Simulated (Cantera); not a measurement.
Input (Python, Cantera) and output of one run.

```python
import numpy as np
import cantera as ct

gas_names = """
    C CH CH2 CH3 CH2OH CH3O CH4 CH3OH CO CO2 COOH C2 C2H CHCO,ketyl C2H2,acetylene C2H2,vinylidene
    CH2CO,ketene C2H3,vinyl CH3CO,acetyl C2H4 C2H4O,ethylen CH3CHO,ethanal CH3COOH (HCOOH)2 C2H5 C2H6
    CH3OCH3 C2H5OH C2O C3 C3H3,propargyl C3H4,allene C3H4,propyne C3H4,cyclo- C3H5,allyl C3H6,propylene
    C3H6,cyclo- C3H6O C3H7,n-propyl C3H7,i-propyl C3H8 C3H8O,1propanol C3H8O,2propanol C3O2 C4 C4H2
    C4H4,1,3-cyclo- C4H6,butadiene C4H6,2-butyne C4H6,cyclo- C4H8,1-butene C4H8,cis2-buten
    C4H8,tr2-butene C4H8,isobutene C4H8,cyclo- (CH3COOH)2 C4H9,n-butyl C4H9,i-butyl C4H9,s-butyl
    C4H9,t-butyl C4H10,isobutane C4H10,n-butane C5 C5H6,1,3cyclo- C5H8,cyclo- C5H10,1-pentene
    C5H10,cyclo- C5H11,pentyl C5H11,t-pentyl C5H12,n-pentane C5H12,i-pentane CH3C(CH3)2CH3 C6H2
    C6H5,phenyl C6H5O,phenoxy C6H6 C6H5OH,phenol C6H10,cyclo- C6H12,1-hexene C6H12,cyclo- C6H13,n-hexyl
    C7H7,benzyl C7H8 C7H8O,cresol C7H14,1-heptene C7H15,n-heptyl C7H16,n-heptane C8H8,styrene
    C8H10,ethylbenz C8H16,1-octene C8H17,n-octyl C8H18,isooctane C8H18,n-octane C9H19,n-nonyl
    C10H8,naphthale C10H21,n-decyl C12H9,o-bipheny C12H10,bipheny H HCO HO2 H2 HCHO,formaldehy HCOOH H2O
    H2O2 O OH O2 O3 Si SiC SiC2 SiC4H12 SiH SiH2 SiH3 SiH4 SiO SiO2 Si2 Si2C Si3
""".split()
cond_names = """
    C(gr) C6H6(L) C7H8(L) C8H18(L),n-octa H2O(s) H2O(L) Si(cr) Si(L) SiC(b) SiO2(Lqz) SiO2(hqz) SiO2(L)
""".split()


def load(file, names, dense=False):
    # The tables refer to 1 bar. Condensed volumes are neglected.
    table = {s.name: s for s in ct.Species.list_from_file(file)}
    out = []
    for n in names:
        d = dict(table[n].input_data)
        d["thermo"] = dict(d["thermo"], **{"reference-pressure": 1e5})
        if dense:
            d["equation-of-state"] = {"model": "constant-volume", "density": "1e6 g/cm^3"}
        out.append(ct.Species.from_dict(d))
    return out


gas = ct.Solution(thermo="ideal-gas", species=load("nasa_gas.yaml", gas_names))
cond = {s.name: ct.Solution(thermo="fixed-stoichiometry", species=[s], name=s.name)
        for s in load("nasa_condensed.yaml", cond_names, dense=True)}
atoms = {
    'SiC': {'Si': 1, 'C': 1},
    'H2O': {'H': 2, 'O': 1},
    'H2': {'H': 2},
}
top_T = {'C(gr)': 4500, 'SiC(b)': 3050}  # K; cautious upper limits of use, not melting points


def equilibrate(T, P, feed):
    n = {}
    for name, mol in feed.items():
        for a, k in atoms[name].items():
            n[a] = n.get(a, 0.0) + k * mol
    gas.TPX = T, P, n
    mass = sum(n.values()) * gas.mean_molecular_weight
    gas.equilibrate("TP")
    valid = [c for c in cond.values() if c.min_temp <= T <= top_T.get(c.name, c.max_temp)]
    mix = ct.Mixture([(gas, mass / gas.mean_molecular_weight)] + [(c, 0.0) for c in valid])
    mix.T, mix.P = T, P
    mix.equilibrate("TP", solver="vcs", rtol=1e-11, max_steps=5000)
    return mix


results = []
feed = {'SiC': 1, 'H2O': 0.0015, 'H2': 760}  # mol
T = 1323  # K
P = 1200  # Pa
mix = equilibrate(T, P, feed)
results.append((T, P, feed, dict(zip(mix.species_names, mix.species_moles))))
print(gas.report(threshold=0.0001))
for i in range(1, mix.n_phases):
    print(f"{mix.phase(i).name:16s} {mix.phase_moles(i):12.5e} mol")
```

Result:

```
       temperature   1323 K
          pressure   1200 Pa
           density   0.00021994 kg/m^3
  mean mol. weight   2.0161 kg/kmol
   phase of matter   gas

                          1 kg             1 kmol
                     ---------------   ---------------
          enthalpy        1.5214e+07        3.0673e+07  J
   internal energy         9.758e+06        1.9673e+07  J
           entropy        1.0498e+05        2.1165e+05  J/K
    Gibbs function       -1.2368e+08       -2.4934e+08  J
 heat capacity c_p             15687             31626  J/K
 heat capacity c_v             11563             23312  J/K

                      mass frac. Y      mole frac. X     chem. pot. / RT
                     ---------------   ---------------   ---------------
                H2           0.99994           0.99998           -22.668
     [ +122 minor]        5.7162e-05         1.768e-05

C(gr)             0.00000e+00 mol
Si(cr)            0.00000e+00 mol
SiC(b)            9.98784e-01 mol
SiO2(hqz)         0.00000e+00 mol
```

Method: chemical equilibrium by Gibbs-energy minimisation in Cantera with the NASA 1993 tables (ideal gas, pure condensed phases).
